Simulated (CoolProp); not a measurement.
A single-stage vapour-compression cycle with R1224YDZ: evaporating at 305.15 K (dew point), condensing at 359.15 K (bubble point), superheat 5 K, subcooling 2 K, compressor efficiency 0.75, no pressure losses. Each further row changes one setting.

Values from CoolProp's reference Helmholtz-energy equation of state, Akasaka 2023.

```tsv
case	cooling COP	pressure ratio	discharge temperature (K)	refrigerating effect (kJ/kg)	volumetric capacity (kJ/m³)
as stated	3.12	4.51	361.4	101	1170
evaporating temperature 310.15 K	3.61	3.82	361.3	104	1420
condensing temperature 354.15 K	3.59	4.01	357.0	108	1250
subcooling 7 K	3.32	4.51	361.4	108	1250
superheat 15 K	3.22	4.51	371.2	110	1220
compressor efficiency 0.65	2.71	4.51	366.2	101	1170
```
